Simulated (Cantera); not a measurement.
Feed: 1 mol Si, 21 mol HCl, 0.48 mol H2, at 1475 K and 21.0 Pa.

Method: chemical equilibrium by Gibbs-energy minimisation in Cantera with the NASA 1993 tables (ideal gas, pure condensed phases). Candidate condensed phases: Si; 19 gas species. The tables' values for SiCl3 are old estimates; treat these amounts as uncertain. Kinetics and transport are ignored.

Base state: HCl 0.875, H2 0.0753, SiCl2 0.0390, SiCl3 0.00529, SiCl4 0.00244, Cl 0.00231, H 0.000246, SiHCl3 1.99e-5 (mole fractions); condensed: gas only.

What changes in the equilibrium state with this change: temperature from 1475 K to 648.15 K?


```
species    before    after
-------  --------  -------
HCl         0.875    0.830
H2         0.0753    0.121
SiCl4     0.00244   0.0488
SiCl2      0.0390    <1e-9
SiCl3     0.00529  1.74e-9
Cl        0.00231    <1e-9
H        0.000246    <1e-9
SiHCl3    1.99e-5  5.58e-7
```
